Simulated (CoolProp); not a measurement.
Vapour-liquid equilibrium of R22 (1) + dimethyl ether (2) at 1030 kPa; x and y are mole fractions of (1).

Computed with CoolProp (multi-fluid Helmholtz-energy mixture model, Kamei 1995 and Wu 2011; pair parameters Bell 2016).

```json
[
 {"x": "0.05", "bubble temperature (K)": "319.3", "y at the bubble point": "0.044", "dew temperature at overall composition x (K)": "319.3", "liquid density (mol/L)": "13.61"},
 {"x": "0.15", "bubble temperature (K)": "319.8", "y at the bubble point": "0.142", "dew temperature at overall composition x (K)": "319.8", "liquid density (mol/L)": "13.64"},
 {"x": "0.25", "bubble temperature (K)": "319.9", "y at the bubble point": "0.254", "dew temperature at overall composition x (K)": "319.9", "liquid density (mol/L)": "13.68"},
 {"x": "0.35", "bubble temperature (K)": "319.4", "y at the bubble point": "0.381", "dew temperature at overall composition x (K)": "319.6", "liquid density (mol/L)": "13.71"},
 {"x": "0.45", "bubble temperature (K)": "318.1", "y at the bubble point": "0.515", "dew temperature at overall composition x (K)": "318.9", "liquid density (mol/L)": "13.75"},
 {"x": "0.55", "bubble temperature (K)": "315.8", "y at the bubble point": "0.649", "dew temperature at overall composition x (K)": "317.6", "liquid density (mol/L)": "13.80"},
 {"x": "0.65", "bubble temperature (K)": "312.5", "y at the bubble point": "0.771", "dew temperature at overall composition x (K)": "315.8", "liquid density (mol/L)": "13.86"},
 {"x": "0.75", "bubble temperature (K)": "308.4", "y at the bubble point": "0.871", "dew temperature at overall composition x (K)": "313.2", "liquid density (mol/L)": "13.90"},
 {"x": "0.85", "bubble temperature (K)": "303.9", "y at the bubble point": "0.942", "dew temperature at overall composition x (K)": "309.4", "liquid density (mol/L)": "13.91"},
 {"x": "0.95", "bubble temperature (K)": "299.6", "y at the bubble point": "0.986", "dew temperature at overall composition x (K)": "303.2", "liquid density (mol/L)": "13.86"}
]
```

y crosses x between x = 0.15 and 0.25: the model has an azeotrope there.

The pair parameters rest on a limited set of measurements; away from them the model extrapolates.
